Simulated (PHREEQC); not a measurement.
Solution (20 °C): 0.28 mmol/kgw CaSO4, 0.25 mmol/kgw Na2HPO4 and 3.1 mmol/kgw KCl. Closed to the air; pH follows from the charge balance.

Model: ion-association model, wateq4f.dat, run in PHREEQC.

```yaml
pH: 8.42
ionic_strength: 0.00482 mol/kgw
total_alkalinity: 0.250 meq/kg
```

```json
[
 {"species": "Cl-", "molality": "0.00310", "activity": "0.00288", "log γ": "-0.032"},
 {"species": "K+", "molality": "0.00310", "activity": "0.00287", "log γ": "-0.032"},
 {"species": "Na+", "molality": "0.000499", "activity": "0.000464", "log γ": "-0.032"},
 {"species": "SO4-2", "molality": "0.000268", "activity": "0.000201", "log γ": "-0.126"},
 {"species": "Ca+2", "molality": "0.000249", "activity": "0.000187", "log γ": "-0.125"},
 {"species": "HPO4-2", "molality": "0.000214", "activity": "0.000160", "log γ": "-0.126"}
]
```

Precipitation was switched off in this run. Examples of supersaturated solids here: Hydroxyapatite. Others may be too. Complexes and solids missing from the database can't appear. H3PO4, which wateq4f.dat lacks, is added to it with the constant of phreeqc.dat.
